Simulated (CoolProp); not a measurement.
Vapour-liquid equilibrium of methanol (1) + isohexane (2) at 389.5 K; x and y are mole fractions of (1).

Values from CoolProp's multi-fluid Helmholtz-energy mixture model, de Reuck 1993 and Lemmon 2006; pair parameters Bell 2016.

### Question
Give the bubble pressure and the first vapour's composition at x = 0.8, 0.875, 0.95. Is there an azeotrope?

### Answer
x = 0.8: 0.7731 MPa, y = 0.662; x = 0.875: 0.7305 MPa, y = 0.732; x = 0.95: 0.6544 MPa, y = 0.856. y crosses x between x = 0.5 and 0.575: the model has an azeotrope there.

Pair parameters are fitted to limited data, so mixtures are less certain than the pure fluids. With so large a gap from Raoult's law the liquid may split in two, which this calculation doesn't test in full.
